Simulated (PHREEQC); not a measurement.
1 kg of water holding 0.23 mol/kgw KCl, 0.029 mol/kgw MgSO4 and 0.0054 mol/kgw LiCl is evaporated at 30 °C; the solids stay in contact with the brine. No CO2 enters from the air. The run lets Arcanite, Bischofite, Brucite, Carnallite, Epsomite, Hexahydrite, Kainite, Kieserite, Leonite, Misenite, Schoenite, Sylvite, MgCl2_4H2O precipitate or redissolve, and no other solid.

The series has 28 steps of water left (kg), from 1 to 0.003953.

All values are PHREEQC results (Pitzer model, pitzer.dat), not measurements.

Which solids form, in which order, and at which step of the series does each first stand?

Arcanite from water left = 0.07809 kg, last present at water left = 0.01252 kg; Sylvite from water left = 0.04335 kg; Schoenite from water left = 0.01612 kg, last present at water left = 0.006066 kg; Leonite from water left = 0.00518 kg; Kainite from water left = 0.003953 kg.
